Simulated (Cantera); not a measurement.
A perfectly stirred reactor is fed with C2H4 : H2 = 1 : 6.5 (molar parts), at 750 Torr; it is held at 1925 K, and followed from long to short residence time.

Model: GRI-Mech 3.0 (53 species, 325 reactions), integrated in Cantera. GRI-Mech 3.0 was tuned for natural gas; its chemistry of ethylene as a main component is partial and can be far from experiment. GRI-Mech 3.0 stops at C3 and has no aromatics, soot or wall deposition, so with more carbon than oxygen in the feed, carbon stays in small species such as C2H2 where larger ones or solid carbon would form.

Question: What does this change do: H2 6.5 to 39 parts?

Answer: 
```
quantity                 before     after
----------------------  -------  --------
x(C2H4) at τ = 4.80 s   0.00104  0.000227
x(H2) at τ = 4.80 s       0.877     0.973
x(C2H) at τ = 4.80 s    1.68e-6   3.14e-7
x(C2H2) at τ = 4.80 s     0.114    0.0225
x(C2H6) at τ = 4.80 s   6.36e-7   1.53e-7
x(C2H4) at τ = 64.0 ms  0.00112  0.000248
x(H2) at τ = 64.0 ms      0.878     0.973
x(C2H) at τ = 64.0 ms   1.67e-6   3.20e-7
x(C2H2) at τ = 64.0 ms    0.114    0.0230
x(C2H6) at τ = 64.0 ms  5.23e-7   1.03e-7
```
